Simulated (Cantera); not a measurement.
What does this Cantera script print?

```python
import numpy as np
import cantera as ct

gas_names = """
    C CN CO CO2 C2 CCN CNC C2N2 C2O C3 C3O2 C4 C4N2 C5 Cu CuO Cu2 N NCO NO NO2 NO3 N2 N2O O O2 O3
""".split()
cond_names = """
    C(gr) Cu(cr) Cu(L) CuO(s) Cu2O(s) Cu2O(L)
""".split()


def load(file, names, dense=False):
    # The tables refer to 1 bar. Condensed volumes are neglected.
    table = {s.name: s for s in ct.Species.list_from_file(file)}
    out = []
    for n in names:
        d = dict(table[n].input_data)
        d["thermo"] = dict(d["thermo"], **{"reference-pressure": 1e5})
        if dense:
            d["equation-of-state"] = {"model": "constant-volume", "density": "1e6 g/cm^3"}
        out.append(ct.Species.from_dict(d))
    return out


gas = ct.Solution(thermo="ideal-gas", species=load("nasa_gas.yaml", gas_names))
cond = {s.name: ct.Solution(thermo="fixed-stoichiometry", species=[s], name=s.name)
        for s in load("nasa_condensed.yaml", cond_names, dense=True)}
atoms = {
    'CuO': {'Cu': 1, 'O': 1},
    'C': {'C': 1},
    'N2': {'N': 2},
}
top_T = {'C(gr)': 4500, 'CuO(s)': 1390}  # K; cautious upper limits of use, not melting points


def equilibrate(T, P, feed):
    n = {}
    for name, mol in feed.items():
        for a, k in atoms[name].items():
            n[a] = n.get(a, 0.0) + k * mol
    gas.TPX = T, P, n
    mass = sum(n.values()) * gas.mean_molecular_weight
    gas.equilibrate("TP")
    valid = [c for c in cond.values() if c.min_temp <= T <= top_T.get(c.name, c.max_temp)]
    mix = ct.Mixture([(gas, mass / gas.mean_molecular_weight)] + [(c, 0.0) for c in valid])
    mix.T, mix.P = T, P
    mix.equilibrate("TP", solver="vcs", rtol=1e-11, max_steps=5000)
    return mix


results = []
feed = {'CuO': 1, 'C': 1.1, 'N2': 7.5}  # mol
P = 370  # Pa
for T in [948, 1048, 1148, 1248, 1348, 1448, 1548, 1648, 1748]:
    mix = equilibrate(T, P, feed)
    results.append((T, P, feed, dict(zip(mix.species_names, mix.species_moles))))

top = {s: max(r[3][s] / sum(r[3][g] for g in gas_names) for r in results) for s in gas_names}
cols = sorted((s for s in top if top[s] > 1e-05), key=lambda s: -top[s])[:5]
seen = [c for c in cond_names if any(r[3].get(c, 0) > 1e-12 for r in results)]
print("log10 of partial pressures in bar; condensed amounts in mol")
print(f"{'T/K':>10s}" + "".join(f"{s[:9]:>10s}" for s in cols + seen))
for T, P, feed, n in results:
    ng = sum(n[g] for g in gas_names)
    print(f"{T:10.4g}" + "".join(f"{np.log10(max(n[s] / ng * P / 1e5, 1e-99)):10.3f}" for s in cols)
          + "".join(f"{n.get(c, 0):10.4g}" for c in seen))
```

It prints:

```
log10 of partial pressures in bar; condensed amounts in mol
       T/K        N2        CO        Cu       Cu2       CO2     C(gr)    Cu(cr)     Cu(L)
       948    -2.486    -3.362   -11.763   -17.930    -6.480    0.1008         1         0
      1048    -2.486    -3.361   -10.009   -15.436    -7.376    0.1001         1         0
      1148    -2.486    -3.361    -8.565   -13.386    -8.113       0.1         1         0
      1248    -2.486    -3.361    -7.356   -11.672    -8.728       0.1    0.9999         0
      1348    -2.486    -3.361    -6.329   -10.219    -9.248       0.1    0.9989         0
      1448    -2.487    -3.362    -5.479    -9.038    -9.694       0.1         0    0.9924
      1548    -2.488    -3.363    -4.745    -8.022   -10.083       0.1         0    0.9584
      1648    -2.496    -3.371    -4.102    -7.135   -10.433       0.1         0    0.8142
      1748    -2.522    -3.397    -3.536    -6.354   -10.781       0.1         0    0.2711
```

Cantera equilibrium calculation (NASA polynomials, part measured and part estimated; ideal gas, pure solids and liquids).
